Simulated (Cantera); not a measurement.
Input: 1 mol SiHCl₃, 0.057 mol HCl, 370 mol H₂, held at 875 K and 0.450 bar.

Cantera equilibrium calculation (NASA polynomials, part measured and part estimated; ideal gas, pure solids and liquids). Rates play no part.

```json
[
 {"species": "H₂", "before": "0.997", "after": "0.992"},
 {"species": "HCl", "before": "0.00127", "after": "0.00772"},
 {"species": "SiCl₂", "before": "2.07e-6", "after": "0.000155"},
 {"species": "SiHCl₃", "before": "0.00123", "after": "2.81e-5"},
 {"species": "SiCl₄", "before": "0.000717", "after": "5.47e-6"},
 {"species": "SiH₂Cl₂", "before": "0.000192", "after": "2.00e-5"},
 {"species": "SiCl₃", "before": "5.06e-6", "after": "1.14e-5"},
 {"species": "Si(s), mol", "before": "0.201", "after": "0.916"}
]
```
Gas species are given as mole fractions.

### Question
Name the change that produced these shifts.
(A) temperature from 875 K to 1273 K
(B) HCl from 0.057 to 2.5 mol
(C) H₂ from 370 to 160 mol
(D) pressure from 0.450 bar to 1.50 bar

### Answer
A, temperature from 875 K to 1273 K. The tables' values for SiCl₃ are old estimates; treat these amounts as uncertain
